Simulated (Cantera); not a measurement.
**FeS2 + H2S + CO2 (roasting and sulfation)**

Feed: 1 mol FeS2, 1.1 mol H2S, 0.085 mol CO2, equilibrated at 10.5 Torr.

Cantera equilibrium calculation (NASA polynomials, part measured and part estimated; ideal gas, pure solids and liquids). Candidate condensed phases: C, C6H6, C7H8, C8H18, Fe, Fe(CO)5, FeO, Fe(OH)2, Fe(OH)3, FeS, FeSO4, FeS2, Fe2O3, Fe2(SO4)3, Fe3O4, H2O, H2SO4, S; 127 gas species. FeS: taken at fixed stoichiometry. Gases not in the tables: S3 to S7. Rates play no part.

```json
[
 {"T (K)": "800", "x H2S": "0.859", "x S2": "0.0189", "x H2": "0.0264", "x CO2": "0.0460", "x H2O": "0.0252", "x CO": "0.0114", "x COS": "0.0122", "n FeS2(s)": "1.00", "n FeS(s)": "0", "n FeS(l)": "0"},
 {"T (K)": "900", "x H2S": "0.600", "x S2": "0.308", "x H2": "0.0203", "x CO2": "0.0278", "x H2O": "0.0227", "x CO": "0.0108", "x COS": "0.0102", "n FeS2(s)": "0", "n FeS(s)": "1.00", "n FeS(l)": "0"},
 {"T (K)": "1000", "x H2S": "0.536", "x S2": "0.325", "x H2": "0.0585", "x CO2": "0.0178", "x H2O": "0.0312", "x CO": "0.0233", "x COS": "0.00674", "n FeS2(s)": "0", "n FeS(s)": "1.00", "n FeS(l)": "0"},
 {"T (K)": "1100", "x H2S": "0.441", "x S2": "0.352", "x H2": "0.124", "x CO2": "0.00969", "x H2O": "0.0371", "x CO": "0.0328", "x COS": "0.00369", "n FeS2(s)": "0", "n FeS(s)": "1.00", "n FeS(l)": "0"},
 {"T (K)": "1200", "x H2S": "0.331", "x S2": "0.381", "x H2": "0.203", "x CO2": "0.00521", "x H2O": "0.0392", "x CO": "0.0371", "x COS": "0.00192", "n FeS2(s)": "0", "n FeS(s)": "1.00", "n FeS(l)": "0"},
 {"T (K)": "1300", "x H2S": "0.232", "x S2": "0.407", "x H2": "0.277", "x CO2": "0.00308", "x H2O": "0.0393", "x CO": "0.0383", "x COS": "0.00103", "n FeS2(s)": "0", "n FeS(s)": "1.00", "n FeS(l)": "0"},
 {"T (K)": "1400", "x H2S": "0.157", "x S2": "0.426", "x H2": "0.333", "x CO2": "0.00205", "x H2O": "0.0387", "x CO": "0.0383", "x COS": "0.000591", "n FeS2(s)": "0", "n FeS(s)": "1.00", "n FeS(l)": "0"},
 {"T (K)": "1500", "x H2S": "0.106", "x S2": "0.438", "x H2": "0.371", "x CO2": "0.00151", "x H2O": "0.0380", "x CO": "0.0381", "x COS": "0.000360", "n FeS2(s)": "0", "n FeS(s)": "0", "n FeS(l)": "1.000"},
 {"T (K)": "1600", "x H2S": "0.0719", "x S2": "0.444", "x H2": "0.395", "x CO2": "0.00118", "x H2O": "0.0371", "x CO": "0.0379", "x COS": "0.000233", "n FeS2(s)": "0", "n FeS(s)": "0", "n FeS(l)": "1.000"}
]
```
x: gas mole fraction; n: condensed amount in mol.

At 800 K the condensed part is FeS2(s). From 900 K to 1400 K the condensed part is FeS(s). From 1500 K to 1600 K the condensed part is FeS(l).
